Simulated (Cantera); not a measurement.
Cantera run:

```python
import numpy as np
import cantera as ct

gas_names = """
    H HO2 H2 H2O H2O2 H2S H2SO4 Na NaH NaO NaOH Na2 Na2O Na2O2H2 Na2SO4 O OH O2 O3 S SH SO SO2 SO3 S2
    S2O S8
""".split()
cond_names = """
    H2O(s) H2O(L) H2SO4(L) Na(cr) Na(L) NaOH(a) NaOH(L) NaO2(s) Na2O(c) Na2O(a) Na2O(L) Na2O2(a)
    Na2O2(b) Na2S(1) Na2S(2) Na2S(L) Na2SO4(V) Na2SO4(IV) Na2SO4(I) Na2SO4(L) S(cr1) S(cr2) S(L)
""".split()


# ... load() reads the species with a 1 bar reference pressure and builds the phases ...
atoms = {
    'Na2SO4': {'Na': 2, 'S': 1, 'O': 4},
    'H2O': {'H': 2, 'O': 1},
    'O2': {'O': 2},
}
top_T = {'NaO2(s)': 800, 'Na2O2(b)': 940}  # K; cautious upper limits of use, not melting points


# ... equilibrate(T, P, feed) seeds the gas with the atoms and calls Mixture.equilibrate('TP', solver="vcs", rtol=1e-11, max_steps=5000) ...
results = []
feed = {'Na2SO4': 1, 'H2O': 0.061, 'O2': 0.076}  # mol
P = 13332.2  # Pa
for T in [1248, 1323, 1398, 1473, 1548, 1623, 1698, 1773, 1848, 1923, 1998, 2073, 2148]:
    mix = equilibrate(T, P, feed)
    results.append((T, P, feed, dict(zip(mix.species_names, mix.species_moles))))

top = {s: max(r[3][s] / sum(r[3][g] for g in gas_names) for r in results) for s in gas_names}
cols = sorted((s for s in top if top[s] > 1e-06), key=lambda s: -top[s])[:8]
seen = [c for c in cond_names if any(r[3].get(c, 0) > 1e-12 for r in results)]
print("log10 of partial pressures in bar; condensed amounts in mol")
print(f"{'T/K':>10s}" + "".join(f"{s[:9]:>10s}" for s in cols + seen))
for T, P, feed, n in results:
    ng = sum(n[g] for g in gas_names)
    print(f"{T:10.4g}" + "".join(f"{np.log10(max(n[s] / ng * P / 1e5, 1e-99)):10.3f}" for s in cols)
          + "".join(f"{n.get(c, 0):10.4g}" for c in seen))
```

Output:

```
log10 of partial pressures in bar; condensed amounts in mol
       T/K        O2        Na       H2O       SO2      NaOH    Na2SO4       NaO        OH Na2SO4(L)
      1248    -1.131    -8.915    -1.227    -5.955    -5.634    -6.403    -9.904    -5.478         1
      1323    -1.131    -7.815    -1.227    -5.272    -4.959    -5.741    -8.859    -5.092         1
      1398    -1.131    -6.835    -1.227    -4.666    -4.359    -5.158    -7.930    -4.747         1
      1473    -1.132    -5.958    -1.228    -4.125    -3.822    -4.641    -7.097    -4.438    0.9999
      1548    -1.133    -5.168    -1.231    -3.638    -3.341    -4.179    -6.349    -4.160    0.9997
      1623    -1.135    -4.453    -1.238    -3.199    -2.908    -3.765    -5.673    -3.910    0.9992
      1698    -1.141    -3.802    -1.254    -2.799    -2.520    -3.392    -5.059    -3.688    0.9979
      1773    -1.155    -3.204    -1.291    -2.437    -2.175    -3.055    -4.498    -3.498    0.9949
      1848    -1.184    -2.646    -1.375    -2.109    -1.878    -2.749    -3.983    -3.353    0.9881
      1923    -1.245    -2.110    -1.571    -1.819    -1.652    -2.470    -3.504    -3.287    0.9704
      1998    -1.372    -1.564    -2.188    -1.587    -1.626    -2.215    -3.046    -3.461    0.8944
      2073    -1.483    -1.233    -3.983    -1.494    -2.388    -2.443    -2.793    -4.232         0
      2148    -1.475    -1.219    -3.801    -1.485    -2.436    -3.210    -2.796    -3.996         0
```

Cantera equilibrium calculation (NASA polynomials, part measured and part estimated; ideal gas, pure solids and liquids).
